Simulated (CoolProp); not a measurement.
Oxygen along the isotherm 157.4 K: fugacity coefficient from the reference equation and from simpler models built on Tc = 154.6 K, pc = 5046 kPa, ω = 0.022; each cubic takes its own stable root.

Model: reference Helmholtz-energy equation of state, Schmidt 1985, in CoolProp.

| p (kPa) | phase | reference | van der Waals | Soave-Redlich-Kwong | Peng-Robinson |
|---|---|---|---|---|---|
| 1150 | gas | 0.9289 | … | 0.9273 | 0.9194 |
| 2290 | gas | 0.8594 | 0.8720 | 0.8569 | 0.8428 |
| 3440 | gas | 0.7898 | 0.8074 | 0.7869 | 0.7678 |
| 4590 | gas | 0.7190 | 0.7405 | 0.7163 | 0.6938 |
| 5730 | supercritical | 0.6399 | 0.6618 | … | 0.6150 |
| 6880 | supercritical | 0.5584 | 0.5855 | 0.5616 | … |
| 8030 | supercritical | 0.4988 | 0.5298 | 0.5042 | 0.4810 |
| 9180 | supercritical | 0.4538 | 0.4880 | 0.4606 | 0.4376 |
| 10300 | supercritical | 0.4197 | 0.4565 | 0.4274 | 0.4045 |
| 11500 | supercritical | 0.3907 | 0.4300 | 0.3990 | 0.3761 |
| 12600 | supercritical | 0.3692 | 0.4106 | … | 0.3549 |

Question: Some entries are withheld; supply them.

Answer: 
- 1150, van der Waals: 0.9356
- 5730, Soave-Redlich-Kwong: 0.6389
- 6880, Peng-Robinson: 0.5381
- 12600, Soave-Redlich-Kwong: 0.3779
